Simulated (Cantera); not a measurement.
What does this Cantera script print?

```python
import numpy as np
import cantera as ct

gas_names = [...]  # 113 gases of nasa_gas.yaml made of C, H, O, Pb
cond_names = """
    C(gr) C6H6(L) C7H8(L) C8H18(L),n-octa H2O(s) H2O(L) Pb(cr) Pb(L) PbO(rd) PbO(yw) PbO(L) PbO2(s)
    Pb3O4(s)
""".split()


# ... load() reads the species with a 1 bar reference pressure and builds the phases ...
atoms = {
    'Pb': {'Pb': 1},
    'CO': {'C': 1, 'O': 1},
    'H2': {'H': 2},
}
top_T = {'C(gr)': 4500, 'Pb3O4(s)': 820}  # K; cautious upper limits of use, not melting points


# ... equilibrate(T, P, feed) seeds the gas with the atoms and calls Mixture.equilibrate('TP', solver="vcs", rtol=1e-11, max_steps=5000) ...
results = []
feed = {'Pb': 1, 'CO': 0.1, 'H2': 12}  # mol
P = 35000  # Pa
for T in [848, 1048, 1248, 1448, 1648, 1848, 2048]:
    mix = equilibrate(T, P, feed)
    results.append((T, P, feed, dict(zip(mix.species_names, mix.species_moles))))

top = {s: max(r[3][s] / sum(r[3][g] for g in gas_names) for r in results) for s in gas_names}
cols = sorted((s for s in top if top[s] > 1e-06), key=lambda s: -top[s])[:9]
seen = [c for c in cond_names if any(r[3].get(c, 0) > 1e-12 for r in results)]
print("log10 of partial pressures in bar; condensed amounts in mol")
print(f"{'T/K':>10s}" + "".join(f"{s[:9]:>10s}" for s in cols + seen))
for T, P, feed, n in results:
    ng = sum(n[g] for g in gas_names)
    print(f"{T:10.4g}" + "".join(f"{np.log10(max(n[s] / ng * P / 1e5, 1e-99)):10.3f}" for s in cols)
          + "".join(f"{n.get(c, 0):10.4g}" for c in seen))
```

Output:

```
log10 of partial pressures in bar; condensed amounts in mol
       T/K        H2        Pb       CH4       H2O        CO         H       Pb2       CO2 C2H2,acet     Pb(L)
       848    -0.463    -6.524    -2.538    -2.538    -4.362   -10.952   -13.198    -5.947   -14.353         1
      1048    -0.461    -4.350    -3.025    -3.028    -2.708    -8.342    -9.555    -5.201   -10.605    0.9985
      1248    -0.461    -2.886    -3.855    -3.857    -2.562    -6.561    -7.111    -6.150    -9.034    0.9549
      1448    -0.478    -1.836    -4.534    -4.535    -2.562    -5.274    -5.363    -6.993    -8.003    0.4733
      1648    -0.494    -1.573    -5.061    -5.055    -2.575    -4.297    -5.108    -7.641    -7.243         0
      1848    -0.494    -1.574    -5.470    -5.414    -2.574    -3.523    -5.323    -8.096    -6.684         0
      2048    -0.496    -1.574    -5.865    -5.635    -2.574    -2.898    -5.501    -8.391    -6.370         0
```

Method: chemical equilibrium by Gibbs-energy minimisation in Cantera with the NASA 1993 tables (ideal gas, pure condensed phases).
